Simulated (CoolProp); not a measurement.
Vapour-liquid equilibrium of ethane (1) + n-butane (2) at 256 kPa; x and y are mole fractions of (1).

Model: multi-fluid Helmholtz-energy mixture model, Bücker 2006 and Bücker 2006; pair parameters Kunz 2012, in CoolProp.

Q: Give the bubble temperature and the first vapour's composition at x = 0.125, 0.425, 0.65. Is there an azeotrope?

A: x = 0.125: -10.5 °C, y = 0.750; x = 0.425: -47.6 °C, y = 0.972; x = 0.65: -59.0 °C, y = 0.991. No azeotrope shows between x = 0.05 and 0.95.

Pair parameters are fitted to limited data, so mixtures are less certain than the pure fluids.
